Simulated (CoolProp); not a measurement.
The fluid at 293.15 K and 0.0435 MPa is throttled through a valve to 0.0177 MPa with no heat exchange. The same conditions are run with several fluids, on thermodynamics alone (safety and materials aside).

Computed with CoolProp (reference Helmholtz-energy equation of state of each fluid (R141b: Lemmon 2006; dimethyl ether: Wu 2011; chloromethane (R40): Thol 2014; carbon monoxide: Lemmon 2006; R125: Lemmon 2005)).

```csv
fluid,temperature change (K),final density (kg/m³)
R141b,-1.3,0.860
dimethyl ether,-0.7,0.336
chloromethane (R40),-1.0,0.369
carbon monoxide,-0.1,0.203
R125,-0.4,0.875
```
